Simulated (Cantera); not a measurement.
# Thermodynamics of nitride etching, feed BN + H2O + H2

Charge: 1 mol BN, a varied amount of H2O, 4.7 mol H2, held at 1475 °C and 0.00150 bar.

Equilibrium computed with Cantera from the NASA thermochemical tables; the gas is ideal and each condensed phase is pure. Candidate condensed phases: B, BN, B2O3, B3O3H3, H2O; 39 gas species. The tables' values for BH2 are old estimates; treat these amounts as uncertain. Kinetics and transport are ignored.

From 0.59 mol H2O to 1 mol H2O the condensed part is BN(s). From 1.5 mol H2O to 5.6 mol H2O nothing is condensed. The main B-bearing gas is HBO at 0.59 mol H2O and HBO2 at 5.6 mol H2O.

| n(H2O) (mol) | x H2 | x H2O | x HBO2 | x N2 | x HBO | x B2O3 | x B2O2 | n BN(s) |
|---|---|---|---|---|---|---|---|---|
| 0.59 | 0.866 | 3.15e-5 | 0.000987 | 0.0485 | 0.0554 | 0.00206 | 0.0149 | 0.428 |
| 1 | 0.813 | 4.65e-5 | 0.00196 | 0.0709 | 0.0699 | 0.00548 | 0.0252 | 0.0500 |
| 1.5 | 0.823 | 0.00208 | 0.0327 | 0.0691 | 0.0265 | 0.0343 | 0.00358 | 0 |
| 1.9 | 0.803 | 0.0179 | 0.0777 | 0.0656 | 0.00712 | 0.0224 | 0.000266 | 0 |
| 2.4 | 0.758 | 0.0625 | 0.0993 | 0.0616 | 0.00246 | 0.0105 | 3.34e-5 | 0 |
| 2.8 | 0.723 | 0.102 | 0.102 | 0.0587 | 0.00147 | 0.00676 | 1.26e-5 | 0 |
| 3.3 | 0.684 | 0.150 | 0.101 | 0.0554 | 0.000939 | 0.00450 | 5.42e-6 | 0 |
| 3.8 | 0.648 | 0.193 | 0.0976 | 0.0525 | 0.000669 | 0.00328 | 2.90e-6 | 0 |
| 4.2 | 0.622 | 0.225 | 0.0948 | 0.0504 | 0.000535 | 0.00265 | 1.93e-6 | 0 |
| 4.7 | 0.592 | 0.261 | 0.0912 | 0.0480 | 0.000421 | 0.00211 | 1.26e-6 | 0 |
| 5.1 | 0.570 | 0.288 | 0.0883 | 0.0462 | 0.000356 | 0.00180 | 9.35e-7 | 0 |
| 5.6 | 0.545 | 0.320 | 0.0849 | 0.0441 | 0.000295 | 0.00150 | 6.73e-7 | 0 |
x: gas mole fraction; n: condensed amount in mol.
